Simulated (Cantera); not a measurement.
What does this Cantera script print?

```python
import numpy as np
import cantera as ct

gas_names = """
    AL ALBr ALBr3 ALN ALO ALO2 AL2 AL2Br6 AL2O AL2O2 Br Br2 N NO NO2 NO3 N2 N2O O O2 O3
""".split()
cond_names = """
    AL(cr) AL(L) ALBr3(s) ALBr3(L) ALN(s) AL2O3(a) AL2O3(L) Br2(cr) Br2(L)
""".split()


# ... load() reads the species with a 1 bar reference pressure and builds the phases ...
atoms = {
    'AlBr3': {'AL': 1, 'Br': 3},
    'O2': {'O': 2},
    'N2': {'N': 2},
}
top_T = {'ALN(s)': 2750}  # K; cautious upper limits of use, not melting points


# ... equilibrate(T, P, feed) seeds the gas with the atoms and calls Mixture.equilibrate('TP', solver="vcs", rtol=1e-11, max_steps=5000) ...
results = []
feed = {'AlBr3': 1, 'O2': 1.7, 'N2': 20}  # mol
P = 1333.22  # Pa
for T in [950, 1025, 1100, 1175, 1250, 1325, 1400, 1475, 1550, 1625, 1700, 1775, 1850]:
    mix = equilibrate(T, P, feed)
    results.append((T, P, feed, dict(zip(mix.species_names, mix.species_moles))))

top = {s: max(r[3][s] / sum(r[3][g] for g in gas_names) for r in results) for s in gas_names}
cols = sorted((s for s in top if top[s] > 0.0001), key=lambda s: -top[s])[:6]
seen = [c for c in cond_names if any(r[3].get(c, 0) > 1e-12 for r in results)]
print("log10 of partial pressures in bar; condensed amounts in mol")
print(f"{'T/K':>10s}" + "".join(f"{s[:9]:>10s}" for s in cols + seen))
for T, P, feed, n in results:
    ng = sum(n[g] for g in gas_names)
    print(f"{T:10.4g}" + "".join(f"{np.log10(max(n[s] / ng * P / 1e5, 1e-99)):10.3f}" for s in cols)
          + "".join(f"{n.get(c, 0):10.4g}" for c in seen))
```

Output:

```
log10 of partial pressures in bar; condensed amounts in mol
       T/K        N2        Br       Br2        O2        NO         O  AL2O3(a)
       950    -1.927    -4.048    -3.074    -3.250    -6.954   -12.123       0.5
      1025    -1.929    -3.671    -3.110    -3.252    -6.588   -11.108       0.5
      1100    -1.932    -3.365    -3.180    -3.256    -6.274   -10.231       0.5
      1175    -1.938    -3.130    -3.305    -3.261    -6.002    -9.466       0.5
      1250    -1.943    -2.966    -3.503    -3.267    -5.764    -8.793       0.5
      1325    -1.948    -2.868    -3.775    -3.272    -5.553    -8.196       0.5
      1400    -1.951    -2.818    -4.094    -3.276    -5.363    -7.662       0.5
      1475    -1.952    -2.796    -4.426    -3.278    -5.191    -7.181       0.5
      1550    -1.953    -2.786    -4.747    -3.280    -5.035    -6.746       0.5
      1625    -1.953    -2.782    -5.049    -3.282    -4.894    -6.352       0.5
      1700    -1.954    -2.780    -5.328    -3.284    -4.766    -5.992       0.5
      1775    -1.954    -2.779    -5.587    -3.287    -4.648    -5.662       0.5
      1850    -1.954    -2.778    -5.825    -3.291    -4.541    -5.360       0.5
```

These are equilibrium values from Cantera (NASA tables, ideal gas, pure condensed phases), not measurements of a reactor.
